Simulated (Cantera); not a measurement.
Feed: 1 mol PbO, 0.43 mol H2, equilibrated at 452 °C and 0.100 bar.

Cantera equilibrium calculation (NASA polynomials, part measured and part estimated; ideal gas, pure solids and liquids). Candidate condensed phases: H2O, Pb, PbO, PbO2, Pb3O4; 12 gas species. Equilibrium is a limit: real reactors are often held back by kinetics, nucleation or transport.

Base state: H2O 1.000, H2 4.22e-5 (mole fractions); condensed: Pb(l) + PbO(red).

Q: What changes in the equilibrium state with this change: temperature from 452 °C to 927 °C?

A: 
```tsv
species	before	after
H2O	1.000	0.993
Pb	3.37e-8	0.00643
PbO	<1e-9	0.000682
H2	4.22e-5	0.000302
Pb(l), mol	0.430	0.427
PbO(red), mol	0.570	0
PbO(l), mol	0	0.570
```
Each liquid is taken as pure. Mutual solubility and eutectic melting of coexisting phases are not modelled.
